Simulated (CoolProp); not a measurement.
A closed Brayton cycle with carbon dioxide: compressor inlet 309.15 K and 8.2 MPa, high pressure 15.8 MPa, turbine inlet 680 K, compressor efficiency 0.8, turbine efficiency 0.93, recuperator effectiveness 0.8 (on enthalpy, no pinch check). Each further row changes one setting.

Model: reference Helmholtz-energy equation of state, Span 1996, in CoolProp.

```tsv
case	thermal efficiency (%)	net work (kJ/kg)	compressor to turbine work	compressor exit (K)	turbine exit (K)
as stated	22.7	54.8	0.25	340.7	607.2
turbine inlet 630 K	21.6	48.3	0.28	340.7	560.1
compressor inlet 319.15 K	22.2	43.0	0.41	371.0	607.2
high pressure 13.4 MPa	19.3	42.7	0.23	332.6	625.3
recuperator effectiveness 0.5	16.2	54.8	0.25	340.7	607.2
```
